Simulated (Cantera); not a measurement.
Adiabatic ignition

An adiabatic, constant-volume homogeneous reactor starts with CO : H2 : CH4 : O2 : N2 = 1 : 0.083 : 0.045 : 0.574 : 2.16 (molar parts), at 1323 K and 7500 Torr.

Computed with Cantera and GRI-Mech 3.0 (53 species, 325 reactions). Above 3000 K some thermodynamic fits are extrapolated.

```tsv
t (s)	T (K)	P (bar)	x CO	x H2	x CH4	x O2	x HCO	x HCN	x CH3
1.00e-6	1323	10.0	0.259	0.0215	0.0117	0.149	5.58e-11	<1e-12	1.38e-7
2.51e-6	1323	10.0	0.259	0.0215	0.0117	0.149	1.96e-10	<1e-12	8.75e-7
6.31e-6	1323	10.0	0.259	0.0215	0.0116	0.149	1.91e-9	<1e-12	1.06e-5
1.58e-5	1382	10.4	0.257	0.0200	0.00994	0.145	1.72e-6	8.02e-11	0.000247
3.98e-5	3098	21.5	0.108	0.00295	<1e-12	0.0312	4.02e-7	9.32e-9	<1e-12
0.000100	3082	21.4	0.108	0.00300	<1e-12	0.0275	3.92e-7	1.44e-8	<1e-12
0.000251	3077	21.3	0.108	0.00302	<1e-12	0.0266	3.90e-7	1.56e-8	<1e-12
0.000631	3077	21.3	0.108	0.00302	<1e-12	0.0266	3.90e-7	1.57e-8	<1e-12
0.00158	3077	21.3	0.108	0.00302	<1e-12	0.0266	3.90e-7	1.57e-8	<1e-12
0.00398	3077	21.3	0.108	0.00302	<1e-12	0.0266	3.90e-7	1.57e-8	<1e-12
0.0100	3077	21.3	0.108	0.00302	<1e-12	0.0266	3.90e-7	1.57e-8	<1e-12
0.0251	3077	21.3	0.108	0.00302	<1e-12	0.0266	3.90e-7	1.57e-8	<1e-12
0.0631	3077	21.3	0.108	0.00302	<1e-12	0.0266	3.90e-7	1.57e-8	<1e-12
0.158	3077	21.3	0.108	0.00302	<1e-12	0.0266	3.90e-7	1.57e-8	<1e-12
0.398	3077	21.3	0.108	0.00302	<1e-12	0.0266	3.90e-7	1.57e-8	<1e-12
1.00	3077	21.3	0.108	0.00302	<1e-12	0.0266	3.90e-7	1.57e-8	<1e-12
```
x: mole fraction; the columns are a selection and need not sum to one.

| Property | Value |
|---|---|
| time of steepest temperature rise | 21.4 µs |
| temperature at 1.00 s | 3077 K |
| equilibrium temperature | 3077 K |
| x(CO) at 1.00 s | 0.108 (gas-phase equilibrium 0.108) |
| x(H2) at 1.00 s | 0.00302 (gas-phase equilibrium 0.00302) |
| x(CH4) at 1.00 s | <1e-12 (gas-phase equilibrium <1e-12) |
